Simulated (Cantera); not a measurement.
Cantera run, input and output.

```python
import numpy as np
import cantera as ct

gas = ct.Solution("gri30.yaml")
gas.TPX = 1200, 2666, {'N2O': 1, 'O2': 0.34}
reactor = ct.IdealGasConstPressureReactor(gas, energy="off", clone=False)
net = ct.ReactorNet([reactor])
net.rtol, net.atol = 1e-08, 1e-18
show = ['N2O', 'O2', 'O', 'NO', 'NO2', 'N2']
times = np.geomspace(0.0005, 100, 10)

steps = ct.SolutionArray(gas, extra=["t"])
rows = []
print(f"{'t/s':>10s}{'T/K':>9s}{'P/Pa':>11s}" + "".join(f"{s:>11s}" for s in show))
for t in times:
    while net.time < t:
        t_next = net.step()
        steps.append(gas.state, t=t_next)
    rows.append([np.interp(t, steps.t, y) for y in (steps.T, steps.P, *steps(*show).X.T)])
    print(f"{t:10.3e}{rows[-1][0]:9.1f}{rows[-1][1]:11.4g}" + "".join(f"{x:11.3e}" for x in rows[-1][2:]))
rate = np.gradient(steps.T, steps.t)
print("integrator steps:", len(steps.t))
if steps.T.max() > steps.T[0] + 200:
    print(f"time of steepest temperature rise: {steps.t[rate.argmax()]:.4e} s")
gas.TPX = 1200, 2666, {'N2O': 1, 'O2': 0.34}
gas.equilibrate("TP")
print(f"equilibrium (TP): T = {gas.T:.1f} K  " + "  ".join(f"{s} {gas[s].X[0]:.3e}" for s in show))
```

Result:

```
       t/s      T/K       P/Pa        N2O         O2          O         NO        NO2         N2
 5.000e-04   1200.0       2666  7.463e-01  2.537e-01  1.488e-06  3.315e-07  4.378e-14  4.482e-06
 1.941e-03   1200.0       2666  7.462e-01  2.537e-01  1.828e-06  2.114e-06  1.580e-12  2.093e-05
 7.533e-03   1200.0       2666  7.461e-01  2.538e-01  1.830e-06  9.311e-06  3.028e-11  8.594e-05
 2.924e-02   1200.0       2666  7.458e-01  2.538e-01  1.830e-06  3.723e-05  4.775e-10  3.382e-04
 1.135e-01   1200.0       2666  7.444e-01  2.542e-01  1.830e-06  1.455e-04  6.892e-09  1.316e-03
 4.405e-01   1200.0       2666  7.389e-01  2.555e-01  1.830e-06  5.630e-04  8.404e-08  5.088e-03
 1.710e+00   1200.0       2666  7.182e-01  2.603e-01  1.830e-06  2.147e-03  6.744e-07  1.940e-02
 6.637e+00   1200.0       2666  6.443e-01  2.775e-01  1.827e-06  7.783e-03  3.172e-06  7.037e-02
 2.576e+01   1200.0       2666  4.332e-01  3.269e-01  1.815e-06  2.386e-02  1.089e-05  2.160e-01
 1.000e+02   1200.0       2666  1.131e-01  4.018e-01  1.720e-06  4.796e-02  2.456e-05  4.372e-01
integrator steps: 589
equilibrium (TP): T = 1200.0 K  N2O 2.287e-09  O2 4.564e-01  O 1.044e-07  NO 2.407e-04  NO2 9.759e-07  N2 5.434e-01
```

Cantera simulation using GRI-Mech 3.0 (53 species, 325 reactions); the numbers are that mechanism's predictions, not measurements. GRI-Mech 3.0 was tuned for natural gas; its chemistry of N2O as a main component is partial and can be far from experiment. Radical loss at walls, strong at low pressure, is not modelled. The mechanism lacks the step 2 NO + O2 → 2 NO2, which can matter for NO2 below about 1400 K. The temperature is held fixed by assumption; the heat of reaction is taken as removed at once.
